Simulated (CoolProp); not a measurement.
Vapour-liquid equilibrium of isobutene (1) + n-butane (2) at 0.13 MPa; x and y are mole fractions of (1).

Values from CoolProp's multi-fluid Helmholtz-energy mixture model, Lemmon 2005 and Bücker 2006; pair parameters Bell 2016.

```
x     bubble temperature (K)  y at the bubble point  dew temperature at overall composition x (K)  liquid density (mol/L)
----  ----------------------  ---------------------  --------------------------------------------  ----------------------
0.05                   278.9                  0.065                                         279.0                   10.26
0.2                    277.6                  0.245                                         277.9                   10.38
0.35                   276.5                  0.407                                         276.9                   10.49
0.5                    275.5                  0.556                                         275.9                   10.61
0.65                   274.6                  0.697                                         274.9                   10.74
0.8                    273.7                  0.830                                         273.9                   10.86
0.95                   272.9                  0.958                                         273.0                   10.99
```

No azeotrope shows between x = 0.05 and 0.95.

Pair parameters are fitted to limited data, so mixtures are less certain than the pure fluids.
